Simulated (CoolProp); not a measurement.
Carbon monoxide along the isotherm -96.25 °C: fugacity coefficient from the reference equation and from simpler models built on Tc = -140.3 °C, pc = 3.498 MPa, ω = 0.050; each cubic takes its own stable root.

The numbers come from the reference Helmholtz-energy equation of state, Lemmon 2006 in CoolProp. It is a short technical equation, of lower accuracy than the large ones.

| p (MPa) | phase | reference | Soave-Redlich-Kwong | Peng-Robinson |
|---|---|---|---|---|
| 1.25 | gas | 0.9515 | 0.9524 | 0.9429 |
| 2.5 | gas | 0.9052 | 0.9070 | 0.8896 |
| 3.75 | supercritical | 0.8611 | 0.8641 | 0.8400 |
| 5 | supercritical | 0.8194 | 0.8237 | 0.7942 |
| 6.25 | supercritical | 0.7803 | 0.7863 | 0.7525 |
| 7.5 | supercritical | 0.7442 | 0.7521 | 0.7149 |
| 8.75 | supercritical | 0.7114 | 0.7215 | 0.6816 |
| 9.99 | supercritical | 0.6825 | 0.6949 | 0.6527 |
| 11.2 | supercritical | 0.6579 | 0.6724 | 0.6283 |
| 12.5 | supercritical | 0.6353 | 0.6517 | 0.6059 |
| 13.7 | supercritical | 0.6176 | 0.6356 | 0.5882 |
| 15 | supercritical | 0.6015 | 0.6209 | 0.5718 |
| 16.2 | supercritical | 0.5892 | 0.6096 | 0.5590 |
| 17.5 | supercritical | 0.5780 | 0.5995 | 0.5471 |
